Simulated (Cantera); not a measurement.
Mixture: C3H8 : O2 : N2 = 1 : 2.78 : 8.33 (molar parts), at 0.410 bar, adiabatic and at constant volume. Ignition delay is the time to a rise of 400 K.

Detailed kinetics in Cantera: GRI-Mech 3.0 (53 species, 325 reactions). GRI-Mech 3.0 was tuned for natural gas; its chemistry of propane as a main component is partial and can be far from experiment.

Question: What does this change do: N2 8.33 to 15 parts?

Answer: 
| quantity | before | after |
|---|---|---|
| delay at 1248 K | 3.01 ms | 4.42 ms |
| delay at 1398 K | 0.326 ms | 0.485 ms |
| delay at 1548 K | 79.3 µs | 0.117 ms |
| delay at 1698 K | 32.3 µs | 47.1 µs |
| apparent activation energy between 1623 and 1773 K | 120 kJ/mol | 120 kJ/mol |

Question: What does this change do: pressure from 0.410 bar to 38.0 bar?

Answer: 
```tsv
quantity	before	after
delay at 1248 K	3.01 ms	0.235 ms
delay at 1398 K	0.326 ms	25.2 µs
delay at 1548 K	79.3 µs	4.25 µs
delay at 1698 K	32.3 µs	1.18 µs
apparent activation energy between 1623 and 1773 K	120 kJ/mol	170 kJ/mol
```
The pressure lies above the range GRI-Mech 3.0 was tuned for (to about 10 atm).
